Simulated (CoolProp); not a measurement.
A simple Rankine cycle with water: condensing at 332.15 K, boiler at 9.91 MPa, turbine inlet 733.5 K, turbine efficiency 0.8, pump efficiency 0.7, no recuperator. Each further row changes one setting.

Values from CoolProp's reference Helmholtz-energy equation of state, Wagner 2002.

```tsv
case	thermal efficiency (%)	net work (kJ/kg)	heat in (kJ/kg)	turbine exit temperature (K)	volume ratio over the turbine
as stated	30.1	905	3010	332.1	232
turbine inlet 753.5 K	30.3	928	3060	332.1	227
condensing temperature 324.15 K	30.9	941	3040	324.2	330
boiler pressure 6.94 MPa	29.0	888	3060	332.1	162
turbine efficiency 0.7	26.2	790	3010	332.1	245
```

The expansion ends wet for: as stated; turbine inlet 753.5 K; condensing temperature 324.15 K; boiler pressure 6.94 MPa; turbine efficiency 0.7.
